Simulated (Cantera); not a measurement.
# CCl4 + Si (fluorocarbon and chlorocarbon gases)

Charge: 1 mol CCl4, 0.2 mol Si, held at 3173.15 K.

Equilibrium computed with Cantera from the NASA thermochemical tables; the gas is ideal and each condensed phase is pure. Candidate condensed phases: C, Si, SiC; 24 gas species. The tables' values for SiCl, SiCl3, CCl are old estimates; treat these amounts as uncertain. Kinetics and transport are ignored.

```json
[
 {"P (Pa)": "1", "x Cl": "0.770", "x C": "0.190", "x C3": "8.78e-5", "x SiCl2": "2.80e-10", "x Si": "0.0385", "x SiC2": "2.78e-6", "x C2": "0.00117", "n C(graphite)": "0"},
 {"P (Pa)": "4.20", "x Cl": "0.775", "x C": "0.181", "x C3": "0.00133", "x SiCl2": "5.02e-9", "x Si": "0.0387", "x SiC2": "4.45e-5", "x C2": "0.00444", "n C(graphite)": "0"},
 {"P (Pa)": "18", "x Cl": "0.797", "x C": "0.141", "x C3": "0.0115", "x SiCl2": "9.89e-8", "x Si": "0.0393", "x SiC2": "0.000502", "x C2": "0.0115", "n C(graphite)": "0"},
 {"P (Pa)": "75", "x Cl": "0.835", "x C": "0.0767", "x C3": "0.0326", "x SiCl2": "1.87e-6", "x Si": "0.0390", "x SiC2": "0.00258", "x C2": "0.0143", "n C(graphite)": "0"},
 {"P (Pa)": "320", "x Cl": "0.864", "x C": "0.0331", "x C3": "0.0476", "x SiCl2": "3.26e-5", "x Si": "0.0348", "x SiC2": "0.00781", "x C2": "0.0114", "n C(graphite)": "0"},
 {"P (Pa)": "1300", "x Cl": "0.882", "x C": "0.0134", "x C3": "0.0519", "x SiCl2": "0.000424", "x Si": "0.0263", "x SiC2": "0.0159", "x C2": "0.00754", "n C(graphite)": "0"},
 {"P (Pa)": "5600", "x Cl": "0.913", "x C": "0.00429", "x C3": "0.0318", "x SiCl2": "0.00545", "x Si": "0.0170", "x SiC2": "0.0197", "x C2": "0.00334", "n C(graphite)": "0.348"},
 {"P (Pa)": "24000", "x Cl": "0.938", "x C": "0.00100", "x C3": "0.00741", "x SiCl2": "0.0329", "x Si": "0.00530", "x SiC2": "0.00612", "x C2": "0.000779", "n C(graphite)": "0.847"},
 {"P (Pa)": "100000", "x Cl": "0.939", "x C": "0.000240", "x C3": "0.00178", "x SiCl2": "0.0455", "x Si": "0.000422", "x SiC2": "0.000487", "x C2": "0.000187", "n C(graphite)": "0.969"}
]
```
x: gas mole fraction; n: condensed amount in mol.

From 0.00750 Torr to 9.75 Torr nothing is condensed. From 42.0 Torr to 750 Torr the condensed part is C(graphite). The main Si-bearing gas is Si at 0.00750 Torr and SiCl2 at 750 Torr.
